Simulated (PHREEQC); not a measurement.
Make-up at 75 °C: 0.55 mol/kgw NaHSO4 and 0.3 mol/kgw KOH. Closed to the air; pH follows from the charge balance.

All values are PHREEQC results (ion-association model, wateq4f.dat), not measurements.

Question: The ionic strength comes out as 0.893 mol/kgw. What activity coefficients do KSO4-, HSO4-, SO4-2, H+, K+ get?

Answer: KSO4- 0.64, HSO4- 0.60, SO4-2 0.14, H+ 0.73, K+ 0.58.

Precipitation was switched off in this run. The ionic strength is past about 0.7 mol/kgw, beyond the range of this activity model, so the values are rough. Species that the database lacks are ignored. At this temperature some constants are extrapolated from 25 °C, and those without enthalpy data are left unchanged.
